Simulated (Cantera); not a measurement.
Si2H6 + NO + H2 (silicon oxide and oxynitride deposition)

Charge: 1 mol Si2H6, a varied amount of NO, 3.1 mol H2, at 1798.15 K and 48.0 mbar.

These are equilibrium values from Cantera (NASA tables, ideal gas, pure condensed phases), not measurements of a reactor. Candidate condensed phases: H2O, Si, SiO2, Si2N2O, Si3N4; 35 gas species. The feed counts by its element totals alone. Mutual solubility and eutectic melting of coexisting phases are not modelled. The tables hold silica as quartz up to 1696 K and as liquid above; real silica turns to tridymite and cristobalite and melts near 1996 K. Gases not in the tables: Si(OH)4, Si2H6 and higher silanes. Rates play no part.

At 1.3 mol NO the condensed part is Si(l) + Si2N2O(s). From 3 mol NO to 18 mol NO the condensed part is SiO2(condensed).

```tsv
n(NO) (mol)	log p H2	log p H2O	log p N2	log p O2	log p SiO	n Si(l)	n Si2N2O(s)	n SiO2(condensed)
1.3	-1.37	-6.58	-3.27	<-13	-2.30	0.127	0.572	0
3	-1.47	-4.89	-2.08	<-13	-2.25	0	0	0.998
4.7	-1.51	-2.40	-1.87	-10.32	-4.79	0	0	2.00
6.4	-1.72	-1.91	-1.78	-8.93	-5.49	0	0	2.00
8.1	-2.03	-1.71	-1.72	-7.93	-5.99	0	0	2.00
9.8	-2.88	-1.60	-1.67	-5.98	-6.96	0	0	2.00
12	-4.69	-1.65	-1.66	-2.47	-8.72	0	0	2.00
13	-4.80	-1.68	-1.65	-2.31	-8.79	0	0	2.00
15	-4.95	-1.74	-1.65	-2.14	-8.88	0	0	2.00
17	-5.05	-1.79	-1.65	-2.04	-8.93	0	0	2.00
18	-5.09	-1.82	-1.65	-2.01	-8.95	0	0	2.00
```
log p: log10 of the partial pressure in bar; n: condensed amount in mol.
